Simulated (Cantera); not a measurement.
What does this Cantera script print?

```python
import numpy as np
import cantera as ct

gas_names = """
    N2O NO
""".split()
cond_names = """
    Ta2O5(s) Ta2O5(L) Ta(cr) Ta(L)
""".split()


def load(file, names, dense=False):
    # The tables refer to 1 bar. Condensed volumes are neglected.
    table = {s.name: s for s in ct.Species.list_from_file(file)}
    out = []
    for n in names:
        d = dict(table[n].input_data)
        d["thermo"] = dict(d["thermo"], **{"reference-pressure": 1e5})
        if dense:
            d["equation-of-state"] = {"model": "constant-volume", "density": "1e6 g/cm^3"}
        out.append(ct.Species.from_dict(d))
    return out


species = {s.name: s for s in load("nasa_gas.yaml", gas_names) + load("nasa_condensed.yaml", cond_names)}
# Each term lists the table entries of one substance; the one whose range holds T is used.
reactions = {
    'Ta2O5 + 5 N2O(g) = 10 NO(g) + 2 Ta':
        [(-1, ['Ta2O5(s)', 'Ta2O5(L)']), (-5, ['N2O']), (10, ['NO']), (2, ['Ta(cr)', 'Ta(L)'])],
}


def pick(names, T):
    return next(species[n] for n in names if species[n].thermo.min_temp <= T <= species[n].thermo.max_temp)


results = []
for label, terms in reactions.items():
    print(label)
    print("     T/K   dH/kJ  dS/(J/K)   dG/kJ   log10 K")
    for T in [398, 448, 498, 548, 598, 648]:
        used = [(nu, pick(names, T)) for nu, names in terms]
        dH = sum(nu * s.thermo.h(T) for nu, s in used) / 1e6
        dS = sum(nu * s.thermo.s(T) for nu, s in used) / 1e3
        dG = dH - T * dS / 1e3
        logK = -dG * 1e6 / (ct.gas_constant * T * np.log(10))
        results.append((label, T, dH, dS, dG, logK, [s.name for _, s in used]))
        print(f"{T:8g} {dH:8.1f} {dS:8.1f} {dG:8.1f} {logK:8.2f}")
```

It prints:

```
Ta2O5 + 5 N2O(g) = 10 NO(g) + 2 Ta
     T/K   dH/kJ  dS/(J/K)   dG/kJ   log10 K
     398   2551.2    948.8   2173.5  -285.26
     448   2550.5    947.1   2126.1  -247.89
     498   2549.3    944.6   2078.8  -218.04
     548   2547.7    941.5   2031.7  -193.65
     598   2545.7    938.2   1984.7  -173.36
     648   2543.6    934.7   1937.9  -156.21
```

Source: NASA polynomial tables (part measured, part estimated), evaluated in Cantera. Condensed species are held in their standard states even where they would react or evaporate.
